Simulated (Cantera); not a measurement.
An adiabatic, constant-volume homogeneous reactor starts with CH4 : O2 : N2 = 1 : 1.18 : 10.2 (molar parts), at 1423 K and 6.70 bar. Integrator tolerance rtol = 1e-08.

Cantera simulation using GRI-Mech 3.0 (53 species, 325 reactions); the numbers are that mechanism's predictions, not measurements.

### Question
What does this change do: pressure from 6.70 bar to 1.20 bar?

### Answer
```json
[
 {"quantity": "time of steepest temperature rise", "before": "1.63 ms", "after": "6.26 ms"},
 {"quantity": "temperature at 0.300 s", "before": "2402 K", "after": "2388 K"},
 {"quantity": "equilibrium temperature", "before": "2402 K", "after": "2388 K"},
 {"quantity": "x(CH4) at 0.300 s", "before": "1.21e-10 (gas-phase equilibrium 1.36e-10)", "after": "4.03e-12 (gas-phase equilibrium 4.53e-12)"},
 {"quantity": "x(O2) at 0.300 s", "before": "2.19e-6 (gas-phase equilibrium 2.19e-6)", "after": "1.05e-5 (gas-phase equilibrium 1.05e-5)"},
 {"quantity": "x(HCN) at 0.300 s", "before": "2.42e-7 (gas-phase equilibrium 2.43e-7)", "after": "4.30e-8 (gas-phase equilibrium 4.30e-8)"},
 {"quantity": "x(CH3) at 0.300 s", "before": "4.12e-11 (gas-phase equilibrium 4.62e-11)", "after": "3.05e-12 (gas-phase equilibrium 3.43e-12)"},
 {"quantity": "x(CH2) at 0.300 s", "before": "1.21e-12 (gas-phase equilibrium 1.35e-12)", "after": "<1e-12 (gas-phase equilibrium <1e-12)"},
 {"quantity": "x(H2O) at 0.300 s", "before": "0.0880 (gas-phase equilibrium 0.0880)", "after": "0.0874 (gas-phase equilibrium 0.0874)"},
 {"quantity": "x(N2O) at 0.300 s", "before": "1.18e-8 (gas-phase equilibrium 1.18e-8)", "after": "1.06e-8 (gas-phase equilibrium 1.06e-8)"}
]
```
